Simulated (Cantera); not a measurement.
Charge: 1 mol Fe, 0.001 mol H₂S, 5.5 mol H₂, held at 900 °C and 13.3 mbar.

Cantera equilibrium calculation (NASA polynomials, part measured and part estimated; ideal gas, pure solids and liquids). Candidate condensed phases: Fe, FeS, FeS₂, S; 8 gas species. Equilibrium is a limit: real reactors are often held back by kinetics, nucleation or transport.

Base state: H₂ 1.000, H₂S 0.000182 (mole fractions); condensed: Fe(α).

Problem. What changes in the equilibrium state with this change: temperature from 900 °C to 327 °C?

Solution. 
```tsv
species	before	after
H₂	1.000	1.000
H₂S	0.000182	5.30e-6
Fe(α), mol	1.00	0.999
FeS(s), mol	0	0.000971
```
FeS: taken at fixed stoichiometry.
